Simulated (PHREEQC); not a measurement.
Dissolve 0.018 mol HBF4 and 0.012 mol Na2CO3 per kg of water at 25 °C. Closed to the air; pH follows from the charge balance.

Model: ion-association model, phreeqc.dat, run in PHREEQC.

No solid was allowed to form.

**Question.** Order these F species by the share of F that they hold, largest first: BF4-, BF2(OH)2-, BF3OH-, HF, F-.

**Answer.** BF4- (75 %), F- (11 %), BF3OH- (7.9 %), HF (3.6 %), BF2(OH)2- (2.7 %)

**Question.** Order these B species by the share of B that they hold, largest first: BF2(OH)2-, H3BO3, BF4-, BF3OH-.

**Answer.** BF4- (75 %), BF3OH- (10 %), H3BO3 (9.4 %), BF2(OH)2- (5.5 %)

The pH is 3.58 and the ionic strength 0.0242 mol/kgw. Real BF4- forms and hydrolyses slowly; the run takes it at equilibrium.
